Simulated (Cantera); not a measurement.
An adiabatic, constant-volume homogeneous reactor starts with 2.89 % CH4, 0.347 % C2H6, 4.05 % C3H8, 19.5 % O2, 73.2 % N2, equivalence ratio 1.4, at 1275 K and 1.70 bar.

Computed with Cantera and GRI-Mech 3.0 (53 species, 325 reactions). GRI-Mech 3.0 was tuned for natural gas; its chemistry of propane as a main component is partial and can be far from experiment.

Question: Predict: time of steepest temperature rise; temperature at 3.00 s; equilibrium temperature; x(HO2) at 3.00 s; x(H2O) at 3.00 s; x(CO2) at 3.00 s.

Answer: 
| Property | Result |
|---|---|
| time of steepest temperature rise | 1.10 ms |
| temperature at 3.00 s | 2944 K |
| equilibrium temperature | 2944 K |
| x(HO2) at 3.00 s | 2.40e-6 (gas-phase equilibrium 2.40e-6) |
| x(H2O) at 3.00 s | 0.140 (gas-phase equilibrium 0.140) |
| x(CO2) at 3.00 s | 0.0390 (gas-phase equilibrium 0.0390) |
